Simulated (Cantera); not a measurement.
Mixture: CH₄ : H₂ : O₂ : N₂ = 1 : 0.67 : 2.36 : 8.96 (molar parts), equivalence ratio 0.99, at 2.07 atm, adiabatic and at constant pressure. Ignition delay is the time to a rise of 400 K.

Computed with Cantera and GRI-Mech 3.0 (53 species, 325 reactions).

Question: Predict: delay at 1225 K; delay at 1425 K; delay at 1625 K; delay at 1825 K; delay at 2025 K; apparent activation energy between 1925 and 2125 K.

Answer: 
| Quantity | Result |
|---|---|
| delay at 1225 K | 0.715 ms |
| delay at 1425 K | 0.164 ms |
| delay at 1625 K | 50.9 µs |
| delay at 1825 K | 20.2 µs |
| delay at 2025 K | 9.33 µs |
| apparent activation energy between 1925 and 2125 K | 120 kJ/mol |
